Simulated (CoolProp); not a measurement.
Model: reference Helmholtz-energy equation of state, Schmidt 1985, in CoolProp. Above 300 K oxygen's equation is extrapolated.

Task: For oxygen, give the phase and the Joule-Thomson coefficient (K/MPa), conductivity (mW/(m K)) at 960 K and 0.0254 MPa; 383.8 K and 3.34 MPa.

Result: 
- 960 K and 0.0254 MPa: gas; Joule-Thomson coefficient -0.244, conductivity 69.3
- 383.8 K and 3.34 MPa: gas; Joule-Thomson coefficient 1.46, conductivity 34.0

Thermal conductivity comes from a separate model (Lemmon 2004).
